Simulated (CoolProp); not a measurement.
Vapour-liquid equilibrium of toluene (1) + n-decane (2) at 514 K; x and y are mole fractions of (1).

The numbers come from the multi-fluid Helmholtz-energy mixture model, Lemmon 2006 and Lemmon 2006; pair parameters Bell 2016 in CoolProp.

Problem. Give the bubble pressure and the first vapour's composition at x = 0.125, 0.8, 0.875. Is there an azeotrope?

Solution. x = 0.125: 5.391 bar, y = 0.273; x = 0.8: 12.37 bar, y = 0.903; x = 0.875: 13.19 bar, y = 0.941. No azeotrope shows between x = 0.05 and 0.95.

Pair parameters are fitted to limited data, so mixtures are less certain than the pure fluids.
